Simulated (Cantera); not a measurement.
A Cantera script and its output.

```python
import numpy as np
import cantera as ct

gas = ct.Solution("gri30.yaml")
gas.TPX = 1975, 24000, {'CH4': 1, 'H2O': 4.9}
reactor = ct.IdealGasConstPressureReactor(gas, energy="off", clone=False)
net = ct.ReactorNet([reactor])
net.rtol, net.atol = 1e-08, 1e-18
show = ['CH4', 'H2O', 'CO2', 'CH2O', 'O2']
times = np.geomspace(2e-05, 100, 9)

steps = ct.SolutionArray(gas, extra=["t"])
rows = []
print(f"{'t/s':>10s}{'T/K':>9s}{'P/Pa':>11s}" + "".join(f"{s:>11s}" for s in show))
for t in times:
    while net.time < t:
        t_next = net.step()
        steps.append(gas.state, t=t_next)
    rows.append([np.interp(t, steps.t, y) for y in (steps.T, steps.P, *steps(*show).X.T)])
    print(f"{t:10.3e}{rows[-1][0]:9.1f}{rows[-1][1]:11.4g}" + "".join(f"{x:11.3e}" for x in rows[-1][2:]))
rate = np.gradient(steps.T, steps.t)
print("integrator steps:", len(steps.t))
if steps.T.max() > steps.T[0] + 200:
    print(f"time of steepest temperature rise: {steps.t[rate.argmax()]:.4e} s")
gas.TPX = 1975, 24000, {'CH4': 1, 'H2O': 4.9}
gas.equilibrate("TP")
print(f"equilibrium (TP): T = {gas.T:.1f} K  " + "  ".join(f"{s} {gas[s].X[0]:.3e}" for s in show))
```

It prints:

```
       t/s      T/K       P/Pa        CH4        H2O        CO2       CH2O         O2
 2.000e-05   1975.0    2.4e+04  1.666e-01  8.293e-01  5.903e-11  6.423e-06  2.288e-10
 1.375e-04   1975.0    2.4e+04  1.309e-01  8.098e-01  6.931e-06  3.425e-04  1.562e-07
 9.457e-04   1975.0    2.4e+04  3.094e-02  7.041e-01  1.537e-03  8.103e-05  7.120e-07
 6.503e-03   1975.0    2.4e+04  8.325e-03  5.764e-01  1.801e-02  1.584e-05  4.935e-07
 4.472e-02   1975.0    2.4e+04  9.342e-04  4.712e-01  2.582e-02  9.176e-07  2.807e-07
 3.075e-01   1975.0    2.4e+04  3.951e-11  4.671e-01  2.589e-02  3.979e-09  3.197e-07
 2.115e+00   1975.0    2.4e+04  3.951e-11  4.671e-01  2.589e-02  3.979e-09  3.197e-07
 1.454e+01   1975.0    2.4e+04  3.951e-11  4.671e-01  2.589e-02  3.979e-09  3.197e-07
 1.000e+02   1975.0    2.4e+04  3.951e-11  4.671e-01  2.589e-02  3.979e-09  3.197e-07
integrator steps: 1612
equilibrium (TP): T = 1975.0 K  CH4 4.746e-11  H2O 4.671e-01  CO2 2.589e-02  CH2O 3.979e-09  O2 3.197e-07
```

Model: GRI-Mech 3.0 (53 species, 325 reactions), integrated in Cantera.
